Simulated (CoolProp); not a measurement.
Vapour pressure (kPa) of m-xylene: the reference equation beside estimates from Tc = 343.7 °C, pc = 3535 kPa, ω = 0.326. Clausius-Clapeyron is anchored at 146.85 °C with a constant enthalpy of vaporisation of 35.61 kJ/mol.

Model: reference Helmholtz-energy equation of state, Zhou 2012, in CoolProp.

| T (°C) | reference | Clausius-Clapeyron | van der Waals | Redlich-Kwong |
|---|---|---|---|---|
| 87.75 | 20.24 | [?] | 265.0 | 55.23 |
| 102.55 | [?] | 37.35 | 334.5 | 84.51 |
| 117.35 | 54.46 | [?] | 415.5 | 124.3 |
| 132.05 | 83.62 | 85.65 | 508.0 | 176.3 |
| 146.85 | 124.3 | 124.3 | 614.0 | 243.4 |
| 161.65 | 179.1 | [?] | 733.7 | 327.4 |
| 176.35 | 250.5 | [?] | 866.8 | 429.8 |
| 191.15 | 342.9 | 328.9 | 1016 | [?] |
| 205.95 | 459.2 | 437.3 | [?] | 701.4 |

### Question
Fill in the missing entries.

### Answer

- 87.75, Clausius-Clapeyron: 23.41
- 102.55, reference: 33.97
- 117.35, Clausius-Clapeyron: 57.54
- 161.65, Clausius-Clapeyron: 175.9
- 176.35, Clausius-Clapeyron: 242.7
- 191.15, Redlich-Kwong: 553.9
- 205.95, van der Waals: 1180

Absolute difference from the reference over all 9 rows, mean and median: Clausius-Clapeyron 5.3 and 4.1 %, van der Waals 507.5 and 394.0 %, Redlich-Kwong 102.8 and 95.8 %.
